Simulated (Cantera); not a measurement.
An adiabatic, constant-pressure homogeneous reactor starts with CH₄ : C₂H₆ : C₃H₈ : O₂ : N₂ : H₂O = 1 : 0.089 : 0.092 : 1.15 : 10.4 : 2.3 (molar parts), equivalence ratio 2.4, at 1598 K and 0.410 bar. Integrator tolerance rtol = 1e-08.

Cantera simulation using GRI-Mech 3.0 (53 species, 325 reactions); the numbers are that mechanism's predictions, not measurements.

Problem. What does this change do: C2H6 0.089 to 0.037 parts?

Solution. 
```json
[
 {"quantity": "time of steepest temperature rise", "before": "0.574 ms", "after": "0.619 ms"},
 {"quantity": "temperature at 0.400 s", "before": "2023 K", "after": "2057 K"},
 {"quantity": "equilibrium temperature", "before": "2024 K", "after": "2057 K"},
 {"quantity": "x(CH₄) at 0.400 s", "before": "4.95e-12 (gas-phase equilibrium 5.56e-12)", "after": "2.46e-12 (gas-phase equilibrium 2.80e-12)"},
 {"quantity": "x(C₂H₆) at 0.400 s", "before": "<1e-12 (gas-phase equilibrium <1e-12)", "after": "<1e-12 (gas-phase equilibrium <1e-12)"},
 {"quantity": "x(C₃H₈) at 0.400 s", "before": "<1e-12 (gas-phase equilibrium <1e-12)", "after": "<1e-12 (gas-phase equilibrium <1e-12)"},
 {"quantity": "x(CH₃) at 0.400 s", "before": "<1e-12 (gas-phase equilibrium <1e-12)", "after": "<1e-12 (gas-phase equilibrium <1e-12)"},
 {"quantity": "x(O) at 0.400 s", "before": "9.07e-7 (gas-phase equilibrium 9.10e-7)", "after": "1.74e-6 (gas-phase equilibrium 1.75e-6)"}
]
```
